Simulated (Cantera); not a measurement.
A closed system holds: 1 mol SiH₄, 0.75 mol O₂, 0.15 mol H₂, at 4000 Pa.

These are equilibrium values from Cantera (NASA tables, ideal gas, pure condensed phases), not measurements of a reactor. Candidate condensed phases: H₂O, Si, SiO₂; 18 gas species. The tables hold silica as quartz up to 1696 K and as liquid above; real silica turns to tridymite and cristobalite and melts near 1996 K. Kinetics and transport are ignored.

Over these rows the condensed part is SiO₂(condensed). Partial pressures as log10 of bar:

| T (K) | 1000/T (1/K) | log p H₂O | log p H₂ | log p SiO |
|---|---|---|---|---|
| 1700 | 0.5882 | -5.93 | -1.49 | -2.12 |
| 1750 | 0.5714 | ? | -1.49 | -2.12 |
| 1800 | 0.5556 | -5.03 | -1.49 | -2.12 |
| 1850 | 0.5405 | -4.62 | -1.49 | -2.12 |
| 1900 | 0.5263 | -4.23 | -1.49 | -2.12 |
| 1950 | 0.5128 | -3.87 | -1.49 | -2.12 |

Q: Fit log p(H₂O) = a + b·(1000/T) to the five rows, give the apparent enthalpy, and predict the row at 1750 K.

A: Means: 1000/T = 0.5447, log p = -4.736. Sxy = -0.092567, Sxx = 0.0033849, so b = -27.35 and a = -4.736 − (-27.35)×0.5447 = 10.16.
Apparent enthalpy: −19.145 × (-27.35) = 524 kJ/mol. With the condensed phases at unit activity, SiO₂(condensed) + H₂(g) = H₂O(g) + SiO(g) links this pressure to the main gases: over the six rows their terms move log p by +0.00 in all, so the slope is close to that reaction's ΔH°. The five rows lie within 0.01 of the line.
Prediction at 1750 K: 10.16 + (-27.35)×0.5714 = -5.47. The computed value is -5.46, 0.01 from the line.
